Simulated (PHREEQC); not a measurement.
Dissolve 0.059 mol CdCl2, 0.22 mol MgSO4 and 0.0043 mol HCl per kg of water at 70 °C. Closed to the air; pH follows from the charge balance.

Computed with PHREEQC (ion-association model, wateq4f.dat).

This is a speciation only: nothing precipitates in the calculation.

Question: Estimate the pH, activity of water.

Answer: pH 3.17; activity of water 0.993.

Question: In which forms is S present?

Answer: MgSO4 65 %, SO4-2 24 %, CdSO4 5.2 %, Cd(SO4)2-2 4.3 %, HSO4- 1.6 % of the S.

Species that the database lacks are ignored. Away from 25 °C the constants follow the database's enthalpies or fits; those with neither stay at their 25 °C values.
